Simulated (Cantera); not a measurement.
## Transport properties of process gases

Gas mixture: H2 = 0.22 (molar parts), at 100.0 Torr, frozen composition.

Cantera's kinetic-theory transport with the Lennard-Jones parameters of GRI-Mech 3.0, ideal gas; thermal conductivity in the mixture-averaged form.

| T (K) | ρ (kg/m³) | cp (J/kg/K) | μ (µPa s) | λ (mW/m/K) | Pr | D (cm²/s) N2 | D (cm²/s) OH | D (cm²/s) CH4 |
|---|---|---|---|---|---|---|---|---|
| 400 | 0.00808 | 14520 | 10.9 | 229 | 0.689 | 9.64 | 13.3 | 9.18 |
| 550 | 0.00588 | 14520 | 13.4 | 282 | 0.689 | 16.5 | 22.7 | 15.7 |
| 700 | 0.00462 | 14560 | 15.6 | 331 | 0.687 | 24.6 | 34.0 | 23.5 |
| 850 | 0.00380 | 14780 | 17.7 | 380 | 0.690 | 34.0 | 46.9 | 32.5 |
| 1000 | 0.00323 | 14960 | 19.7 | 428 | 0.687 | 44.5 | 61.4 | 42.6 |
| 1150 | 0.00281 | 15270 | 21.5 | 477 | 0.689 | 56.1 | 77.4 | 53.7 |
D: mixture-averaged diffusion coefficient of that species in the mixture.
